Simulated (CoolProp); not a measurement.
A simple Rankine cycle with the fluoroketone C6F12O (FK-5-1-12): condensing at 291.15 K, boiler at 0.247 MPa, turbine inlet 365.6 K, turbine efficiency 0.7, pump efficiency 0.7, no recuperator. Each further row changes one setting.

The numbers come from the reference Helmholtz-energy equation of state, McLinden 2015 in CoolProp.

```csv
case,thermal efficiency (%),net work (kJ/kg),heat in (kJ/kg),turbine exit temperature (K),volume ratio over the turbine
as stated,8.1,[?],160,347.7,[?]
turbine inlet 385.6 K,[?],[?],179,[?],8.50
condensing temperature 283.15 K,[?],15.2,168,[?],12.5
boiler pressure 0.173 MPa,6.8,[?],161,351.2,5.91
turbine efficiency 0.6,6.9,11.1,160,349.8,8.70
```

**Question.** Some entries are withheld; supply them.

**Answer.** 
- as stated, net work (kJ/kg): 12.9
- as stated, volume ratio over the turbine: 8.64
- turbine inlet 385.6 K, thermal efficiency (%): 7.7
- turbine inlet 385.6 K, net work (kJ/kg): 13.8
- turbine inlet 385.6 K, turbine exit temperature (K): 367.7
- condensing temperature 283.15 K, thermal efficiency (%): 9.0
- condensing temperature 283.15 K, turbine exit temperature (K): 345.0
- boiler pressure 0.173 MPa, net work (kJ/kg): 11.0
